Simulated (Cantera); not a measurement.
What does this Cantera script print?

```python
import numpy as np
import cantera as ct

gas_names = """
    B BF BF2 BF3 BH BHF2 BH2 BH3 BO BOF BOF2 BO2 B2 B2O B2O2 B2O3 B3O3F3 B3O3H3 F FO FO2 F2 F2O H HBO
    HBO2 HF HOF HO2 H2 H2F2 H2O H2O2 H3B3O6 H3F3 H4F4 H5F5 H6F6 H7F7 O OH O2 O3
""".split()
cond_names = """
    B(b) B(L) B2O3(L) B3O3H3(cr) H2O(s) H2O(L)
""".split()


# ... load() reads the species with a 1 bar reference pressure and builds the phases ...
atoms = {
    'BF3': {'B': 1, 'F': 3},
    'H2O': {'H': 2, 'O': 1},
}
top_T = {}  # K; cautious upper limits of use, not melting points


# ... equilibrate(T, P, feed) seeds the gas with the atoms and calls Mixture.equilibrate('TP', solver="vcs", rtol=1e-11, max_steps=5000) ...
results = []
feed = {'BF3': 1, 'H2O': 0.12}  # mol
P = 1333.22  # Pa
for T in [1923, 1948, 1973, 1998, 2023, 2048, 2073, 2098, 2123]:
    mix = equilibrate(T, P, feed)
    results.append((T, P, feed, dict(zip(mix.species_names, mix.species_moles))))
    x = sorted(zip(gas.X, gas.species_names), reverse=True)
    print(f"T = {T:g} K  P = {P:g} Pa  gas = {mix.phase_moles(0):.4g} mol")
    print("   x: " + "  ".join(f"{s} {v:.3e}" for v, s in x if v > 0.001))
    print("   condensed (mol): " + ("  ".join(f"{mix.phase(i).name} {mix.phase_moles(i):.4g}"
          for i in range(1, mix.n_phases) if mix.phase_moles(i) > 1e-12) or "none"))
```

It prints:

```
T = 1923 K  P = 1333.22 Pa  gas = 1.24 mol
   x: BF3 7.092e-01  HF 1.935e-01  BOF 9.664e-02
   condensed (mol): none
T = 1948 K  P = 1333.22 Pa  gas = 1.24 mol
   x: BF3 7.091e-01  HF 1.934e-01  BOF 9.663e-02
   condensed (mol): none
T = 1973 K  P = 1333.22 Pa  gas = 1.241 mol
   x: BF3 7.089e-01  HF 1.934e-01  BOF 9.662e-02
   condensed (mol): none
T = 1998 K  P = 1333.22 Pa  gas = 1.241 mol
   x: BF3 7.086e-01  HF 1.934e-01  BOF 9.660e-02
   condensed (mol): none
T = 2023 K  P = 1333.22 Pa  gas = 1.241 mol
   x: BF3 7.084e-01  HF 1.933e-01  BOF 9.658e-02
   condensed (mol): none
T = 2048 K  P = 1333.22 Pa  gas = 1.241 mol
   x: BF3 7.080e-01  HF 1.933e-01  BOF 9.656e-02  BF2 1.035e-03
   condensed (mol): none
T = 2073 K  P = 1333.22 Pa  gas = 1.241 mol
   x: BF3 7.076e-01  HF 1.932e-01  BOF 9.653e-02  BF2 1.275e-03  F 1.157e-03
   condensed (mol): none
T = 2098 K  P = 1333.22 Pa  gas = 1.242 mol
   x: BF3 7.071e-01  HF 1.932e-01  BOF 9.650e-02  BF2 1.566e-03  F 1.451e-03
   condensed (mol): none
T = 2123 K  P = 1333.22 Pa  gas = 1.242 mol
   x: BF3 7.065e-01  HF 1.931e-01  BOF 9.646e-02  BF2 1.917e-03  F 1.807e-03
   condensed (mol): none
```

Cantera equilibrium calculation (NASA polynomials, part measured and part estimated; ideal gas, pure solids and liquids). The tables' values for BF2 are old estimates; treat these amounts as uncertain.
